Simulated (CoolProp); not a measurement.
The fluid at 389.27 K and 0.121 MPa (gas) is heated at constant pressure to 489.8 K. The same conditions are run with several fluids, on thermodynamics alone (safety and materials aside).

Values from CoolProp's reference Helmholtz-energy equation of state of each fluid (nitrous oxide: Lemmon 2006; R143a: Lemmon and Jacobsen 2000; sulfur hexafluoride: Guder 2009; chloromethane (R40): Thol 2014).

Q: Rank nitrous oxide, R143a, sulfur hexafluoride, chloromethane (R40) by heat (kJ/kg), highest first.

A: R143a (120), chloromethane (R40) (102), nitrous oxide (101), sulfur hexafluoride (83.9)

```tsv
fluid	final density (kg/m³)
nitrous oxide	1.31
R143a	2.51
sulfur hexafluoride	4.35
chloromethane (R40)	1.51
```
